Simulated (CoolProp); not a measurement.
Saturation properties of R124.

Values from CoolProp's reference Helmholtz-energy equation of state, de Vries 1995.

```csv
T (K),p (kPa),vapour density (kg/m³),enthalpy of vaporisation (kJ/kg),surface tension (mN/m),liquid conductivity (mW/(m K))
205.6,___,0.3655,189.9,21.5,102
221.3,13.23,0.9911,183.4,19.4,96.4
237.1,___,2.307,176.7,17.3,90.8
252.8,70.33,4.724,169.7,___,85.2
268.5,136.3,8.801,162.3,13.3,___
284.2,___,15.23,154.3,11.3,___
300,405.0,24.97,145.5,9.44,69.2
315.7,___,39.12,135.7,7.61,64.3
331.4,955.2,59.45,124.5,5.85,59.7
```

Task: Fill in the missing entries.

Result: 
- 205.6, p (kPa): 4.557
- 237.1, p (kPa): 32.67
- 252.8, surface tension (mN/m): 15.3
- 268.5, liquid conductivity (mW/(m K)): 79.7
- 284.2, p (kPa): 242.8
- 284.2, liquid conductivity (mW/(m K)): 74.4
- 315.7, p (kPa): 636.5

It boils at 261.2 K under 1 atm.

Thermal conductivity comes from a separate model (Huber 2003), an estimate that may be off by 10 % or more. Surface tension comes from a separate correlation (Mulero 2012).
